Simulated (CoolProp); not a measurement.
Octamethyltrisiloxane (MDM) at 392.04 K and 0.0207 MPa is compressed adiabatically to 0.039 MPa with isentropic efficiency 0.9. Each further row changes one setting.

Model: reference Helmholtz-energy equation of state, Thol 2017, in CoolProp.

```json
[
 {"case": "as stated", "work (kJ/kg)": "[?]", "final temperature (K)": "[?]", "final density (kg/m³)": "2.89"},
 {"case": "efficiency 1", "work (kJ/kg)": "8.56", "final temperature (K)": "[?]", "final density (kg/m³)": "2.89"},
 {"case": "efficiency 0.65", "work (kJ/kg)": "[?]", "final temperature (K)": "400.4", "final density (kg/m³)": "2.87"}
]
```

Problem. Complete the blanks.

Solution. 
- as stated, work (kJ/kg): 9.51
- as stated, final temperature (K): 398.3
- efficiency 1, final temperature (K): 397.7
- efficiency 0.65, work (kJ/kg): 13.2
